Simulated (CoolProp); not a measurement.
A single-stage vapour-compression cycle with cis-2-butene: evaporating at 238.15 K (dew point), condensing at 305.15 K (bubble point), superheat 0 K, subcooling 2 K, compressor efficiency 0.7, no pressure losses. Each further row changes one setting.

Model: reference Helmholtz-energy equation of state, Lemmon 2005, in CoolProp. It is a short technical equation, of lower accuracy than the large ones.

| case | cooling COP | pressure ratio | discharge temperature (K) | refrigerating effect (kJ/kg) | volumetric capacity (kJ/m³) |
|---|---|---|---|---|---|
| as stated | 1.98 | 15.3 | 352.1 | 310 | 155 |
| evaporating temperature 243.15 K | 2.23 | 11.7 | 346.7 | 316 | 202 |
| condensing temperature 300.15 K | ? | ? | 345.5 | 322 | 161 |
| subcooling 7 K | 2.05 | 15.3 | 352.1 | 322 | 161 |
| superheat 10 K | 1.98 | 15.3 | ? | ? | 154 |
| compressor efficiency 0.6 | ? | 15.3 | 367.1 | 310 | 155 |

**Question.** Fill in the missing entries.

**Answer.** 
- condensing temperature 300.15 K, cooling COP: 2.19
- condensing temperature 300.15 K, pressure ratio: 13.1
- superheat 10 K, discharge temperature (K): 363.1
- superheat 10 K, refrigerating effect (kJ/kg): 323
- compressor efficiency 0.6, cooling COP: 1.70
